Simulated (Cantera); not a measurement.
Input (Python, Cantera) and output of one run.

```python
import numpy as np
import cantera as ct

gas_names = """
    Electron C C+ C- CN CN+ CN- C2 C2+ C2- CCN CNC C2N2 C3 C4 C4N2 C5 N N+ N- N2 N2+ N2- Ti Ti+ Ti-
""".split()
cond_names = """
    C(gr) Ti(a) Ti(b) Ti(L) TiC(s) TiC(L) TiN(s) TiN(L)
""".split()


# ... load() reads the species with a 1 bar reference pressure and builds the phases ...
atoms = {
    'TiN': {'Ti': 1, 'N': 1},
    'C': {'C': 1},
    'N2': {'N': 2},
}
top_T = {'C(gr)': 4500}  # K; cautious upper limits of use, not melting points


# ... equilibrate(T, P, feed) seeds the gas with the atoms and calls Mixture.equilibrate('TP', solver="vcs", rtol=1e-11, max_steps=5000) ...
results = []
feed = {'TiN': 1, 'C': 0.1, 'N2': 3.2}  # mol
P = 13  # Pa
for T in [3000, 3250, 3500, 3750, 4000, 4250, 4500, 4750, 5000]:
    mix = equilibrate(T, P, feed)
    results.append((T, P, feed, dict(zip(mix.species_names, mix.species_moles))))

top = {s: max(r[3][s] / sum(r[3][g] for g in gas_names) for r in results) for s in gas_names}
cols = sorted((s for s in top if top[s] > 1e-05), key=lambda s: -top[s])[:8]
seen = [c for c in cond_names if any(r[3].get(c, 0) > 1e-12 for r in results)]
print("log10 of partial pressures in bar; condensed amounts in mol")
print(f"{'T/K':>10s}" + "".join(f"{s[:9]:>10s}" for s in cols + seen))
for T, P, feed, n in results:
    ng = sum(n[g] for g in gas_names)
    print(f"{T:10.4g}" + "".join(f"{np.log10(max(n[s] / ng * P / 1e5, 1e-99)):10.3f}" for s in cols)
          + "".join(f"{n.get(c, 0):10.4g}" for c in seen))
```

Result:

```
log10 of partial pressures in bar; condensed amounts in mol
       T/K        N2         N        Ti  Electron       Ti+         C        CN        C2
      3000    -4.001    -6.857    -4.571    -6.593    -6.592    -5.797    -5.989    -7.503
      3250    -4.004    -6.212    -4.582    -6.115    -6.115    -5.676    -6.248    -8.080
      3500    -4.014    -5.662    -4.610    -5.711    -5.711    -5.629    -6.529    -8.689
      3750    -4.040    -5.193    -4.670    -5.378    -5.378    -5.620    -6.811    -9.279
      4000    -4.096    -4.799    -4.789    -5.119    -5.119    -5.637    -7.100    -9.848
      4250    -4.206    -4.481    -5.005    -4.944    -4.944    -5.680    -7.412   -10.405
      4500    -4.403    -4.247    -5.343    -4.861    -4.861    -5.741    -7.761   -10.946
      4750    -4.711    -4.103    -5.770    -4.847    -4.847    -5.800    -8.143   -11.439
      5000    -5.111    -4.035    -6.196    -4.856    -4.856    -5.838    -8.532   -11.851
```

Method: chemical equilibrium by Gibbs-energy minimisation in Cantera with the NASA 1993 tables (ideal gas, pure condensed phases).
